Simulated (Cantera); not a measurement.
Feed: 1 mol V, 0.27 mol NH₃, 8 mol H₂, 1.8 mol H₂O, equilibrated at 0.900 Torr.

Method: chemical equilibrium by Gibbs-energy minimisation in Cantera with the NASA 1993 tables (ideal gas, pure condensed phases). Candidate condensed phases: H₂O, V, VN, VO, V₂O₃, V₂O₄, V₂O₅; 28 gas species. Mutual solubility and eutectic melting of coexisting phases are not modelled. VO: taken at fixed stoichiometry. Condensed phases not in the tables: the oxides between V₂O₃ and V₂O₅ other than VO₂. The numbers say what is thermodynamically allowed, not how fast it happens.

What share of the V ends up in condensed phases as a function of T (K), at 2023, 2048, 2073, 2098, 2123, 2148, 2173, 2198, 2223, 2248, 2273, 2298, 2323?


| T (K) | V condensed (%) | as |
|---|---|---|
| 2023 | 80.6 | VO(s) + V₂O₃(s) |
| 2048 | 71.6 | VO(s) + V₂O₃(s) |
| 2073 | 58.0 | VO(l) + V₂O₃(s) |
| 2098 | 46.9 | VO(l) |
| 2123 | 39.1 | VO(l) |
| 2148 | 30.6 | VO(l) |
| 2173 | 21.0 | VO(l) |
| 2198 | 9.8 | VO(l) |
| 2223 | 0.0 | - |
| 2248 | 0.0 | - |
| 2273 | 0.0 | - |
| 2298 | 0.0 | - |
| 2323 | 0.0 | - |
